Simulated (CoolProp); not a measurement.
Vapour pressure (bar) of propylene: the reference equation beside estimates from Tc = 364.2 K, pc = 45.55 bar, ω = 0.146. Clausius-Clapeyron is anchored at 222 K with a constant enthalpy of vaporisation of 18.63 kJ/mol.

The numbers come from the reference Helmholtz-energy equation of state, Lemmon 2013 in CoolProp.

```json
[
 {"T (K)": "186.8", "reference": "0.1139", "Clausius-Clapeyron": "0.1284", "van der Waals": "1.501", "Redlich-Kwong": "0.1454", "Soave-Redlich-Kwong": "0.1117"},
 {"T (K)": "204.4", "reference": "…", "Clausius-Clapeyron": "0.3608", "van der Waals": "2.661", "Redlich-Kwong": "0.4459", "Soave-Redlich-Kwong": "0.3406"},
 {"T (K)": "222", "reference": "0.8604", "Clausius-Clapeyron": "0.8604", "van der Waals": "4.331", "Redlich-Kwong": "1.099", "Soave-Redlich-Kwong": "0.8516"},
 {"T (K)": "239.7", "reference": "1.850", "Clausius-Clapeyron": "1.813", "van der Waals": "6.616", "Redlich-Kwong": "2.314", "Soave-Redlich-Kwong": "1.841"},
 {"T (K)": "257.3", "reference": "3.527", "Clausius-Clapeyron": "3.437", "van der Waals": "9.567", "Redlich-Kwong": "4.302", "Soave-Redlich-Kwong": "3.529"},
 {"T (K)": "275", "reference": "6.170", "Clausius-Clapeyron": "6.020", "van der Waals": "13.29", "Redlich-Kwong": "7.315", "Soave-Redlich-Kwong": "6.205"},
 {"T (K)": "292.6", "reference": "…", "Clausius-Clapeyron": "9.828", "van der Waals": "17.81", "Redlich-Kwong": "11.54", "Soave-Redlich-Kwong": "10.13"},
 {"T (K)": "310.2", "reference": "15.41", "Clausius-Clapeyron": "15.18", "van der Waals": "…", "Redlich-Kwong": "17.21", "Soave-Redlich-Kwong": "15.61"},
 {"T (K)": "327.9", "reference": "22.70", "Clausius-Clapeyron": "22.41", "van der Waals": "29.51", "Redlich-Kwong": "24.55", "Soave-Redlich-Kwong": "23.02"},
 {"T (K)": "345.5", "reference": "…", "Clausius-Clapeyron": "31.75", "van der Waals": "36.76", "Redlich-Kwong": "…", "Soave-Redlich-Kwong": "32.59"}
]
```

Question: What belongs in the gaps?

Answer: 
- 204.4, reference: 0.3458
- 292.6, reference: 10.03
- 310.2, van der Waals: 23.18
- 345.5, reference: 32.22
- 345.5, Redlich-Kwong: 33.67

Absolute difference from the reference over all 10 rows, mean and median: Clausius-Clapeyron 3.0 and 2.0 %, van der Waals 300.7 and 143.3 %, Redlich-Kwong 18.9 and 20.3 %, Soave-Redlich-Kwong 1.0 and 1.1 %.
